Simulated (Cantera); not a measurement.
A diamond (100) surface in a fixed gas of H2 with x(CH4) = 0.016, x(H) = 0.0038, at 1048 K, 0.227 atm; coverages are run to steady state.

Detailed kinetics in Cantera: the Harris–Goodwin 1993 mechanism for the reconstructed diamond (100) surface.

θ: site fractions in the mechanism's names (c6HH fully hydrogenated, c6H* and c6*H radical sites, c6** diradical, c6HM methylated).

```json
[
 {"x(CH3)": "1e-06", "growth (µm/h)": "0.144", "θ c6HH": "0.556", "θ c6H*": "0.0229", "θ c6*H": "0.408", "θ c6**": "0.0132", "θ c6HM": "0.000114"},
 {"x(CH3)": "2.5e-06", "growth (µm/h)": "…", "θ c6HH": "0.555", "θ c6H*": "0.0229", "θ c6*H": "0.408", "θ c6**": "0.0132", "θ c6HM": "…"},
 {"x(CH3)": "6.2e-06", "growth (µm/h)": "0.892", "θ c6HH": "0.555", "θ c6H*": "0.0229", "θ c6*H": "0.408", "θ c6**": "0.0132", "θ c6HM": "0.000704"},
 {"x(CH3)": "1.5e-05", "growth (µm/h)": "2.16", "θ c6HH": "0.554", "θ c6H*": "0.0228", "θ c6*H": "0.407", "θ c6**": "0.0132", "θ c6HM": "0.00170"},
 {"x(CH3)": "3.8e-05", "growth (µm/h)": "5.44", "θ c6HH": "0.552", "θ c6H*": "0.0227", "θ c6*H": "0.406", "θ c6**": "0.0131", "θ c6HM": "0.00429"},
 {"x(CH3)": "9.5e-05", "growth (µm/h)": "13.4", "θ c6HH": "0.547", "θ c6H*": "0.0225", "θ c6*H": "0.402", "θ c6**": "0.0129", "θ c6HM": "0.0106"},
 {"x(CH3)": "0.00024", "growth (µm/h)": "33.1", "θ c6HH": "0.535", "θ c6H*": "0.0220", "θ c6*H": "0.393", "θ c6**": "0.0125", "θ c6HM": "0.0261"},
 {"x(CH3)": "0.00059", "growth (µm/h)": "76.4", "θ c6HH": "0.509", "θ c6H*": "0.0208", "θ c6*H": "0.372", "θ c6**": "0.0116", "θ c6HM": "0.0603"},
 {"x(CH3)": "0.0015", "growth (µm/h)": "…", "θ c6HH": "…", "θ c6H*": "…", "θ c6*H": "…", "θ c6**": "…", "θ c6HM": "…"}
]
```

What belongs in the gaps?


- 2.5e-06, growth (µm/h): 0.360
- 2.5e-06, θ c6HM: 0.000284
- 0.0015, growth (µm/h): 168
- 0.0015, θ c6HH: 0.452
- 0.0015, θ c6H*: 0.0184
- 0.0015, θ c6*H: 0.328
- 0.0015, θ c6**: 0.00969
- 0.0015, θ c6HM: 0.133
